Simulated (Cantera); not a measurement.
# B + NH3 + H2 + O2 (boron, boron nitride and boron oxide)

Charge: 1 mol B, 29 mol NH3, 130 mol H2, 0.36 mol O2, at 10.5 Torr.

These are equilibrium values from Cantera (NASA tables, ideal gas, pure condensed phases), not measurements of a reactor. Candidate condensed phases: B, BN, B2O3, B3O3H3, H2O; 39 gas species. The tables' values for BH2 are old estimates; treat these amounts as uncertain. Equilibrium is a limit: real reactors are often held back by kinetics, nucleation or transport.

From 1798 K to 2098 K the condensed part is BN(s). At 2173 K the condensed part is B(s). From 2248 K to 2473 K nothing is condensed. The main B-bearing gas is HBO at 1798 K and BO at 2473 K.

| T (K) | x H2 | x H | x N2 | x HBO | x BO | x BH2 | x B | n BN(s) | n B(s) |
|---|---|---|---|---|---|---|---|---|---|
| 1798 | 0.917 | 0.00285 | 0.0762 | 0.00347 | 0.000192 | 7.30e-6 | 1.39e-8 | 0.285 | 0 |
| 1873 | 0.915 | 0.00522 | 0.0761 | 0.00339 | 0.000319 | 2.37e-5 | 1.20e-7 | 0.278 | 0 |
| 1948 | 0.911 | 0.00912 | 0.0760 | 0.00324 | 0.000494 | 7.01e-5 | 8.74e-7 | 0.267 | 0 |
| 2023 | 0.905 | 0.0153 | 0.0758 | 0.00301 | 0.000722 | 0.000190 | 5.49e-6 | 0.242 | 0 |
| 2098 | 0.896 | 0.0246 | 0.0756 | 0.00273 | 0.000994 | 0.000480 | 3.01e-5 | 0.179 | 0 |
| 2173 | 0.881 | 0.0383 | 0.0754 | 0.00240 | 0.00129 | 0.00103 | 0.000134 | 0 | 0.0462 |
| 2248 | 0.863 | 0.0577 | 0.0747 | 0.00205 | 0.00160 | 0.00109 | 0.000283 | 0 | 0 |
| 2323 | 0.837 | 0.0842 | 0.0736 | 0.00172 | 0.00190 | 0.000896 | 0.000449 | 0 | 0 |
| 2398 | 0.803 | 0.119 | 0.0722 | 0.00140 | 0.00216 | 0.000680 | 0.000639 | 0 | 0 |
| 2473 | 0.760 | 0.164 | 0.0705 | 0.00111 | 0.00237 | 0.000475 | 0.000815 | 0 | 0 |
x: gas mole fraction; n: condensed amount in mol.
